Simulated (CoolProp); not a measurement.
Acetone along the isobar 6.42 MPa: fugacity coefficient from the reference equation and from simpler models built on Tc = 235.0 °C, pc = 4.692 MPa, ω = 0.307; each cubic takes its own stable root.

Values from CoolProp's reference Helmholtz-energy equation of state, Lemmon 2006. It is a short technical equation, of lower accuracy than the large ones.

```
T (°C)          phase  reference
------  -------------  ---------
51.55          liquid    0.01542
66.25          liquid    0.02472
80.85          liquid    0.03763
95.45          liquid    0.05487
110.15         liquid    0.07723
124.75         liquid     0.1049
139.45         liquid     0.1386
154.05         liquid     0.1779
168.75         liquid     0.2235
183.35         liquid     0.2742
198.05         liquid     0.3303
212.65         liquid     0.3900
227.35         liquid     0.4531
241.95  supercritical     0.5166
```

**Question.** How far does each simpler model (van der Waals, Peng-Robinson) lie from the reference over these 14 states: mean and median of the absolute difference, and the worst?

**Answer.** 
- van der Waals: mean 174.5 %, median 103.1 %, worst +623.7 % at 51.55 °C and 6.42 MPa
- Peng-Robinson: mean 5.1 %, median 5.3 %, worst +6.1 % at 168.75 °C and 6.42 MPa
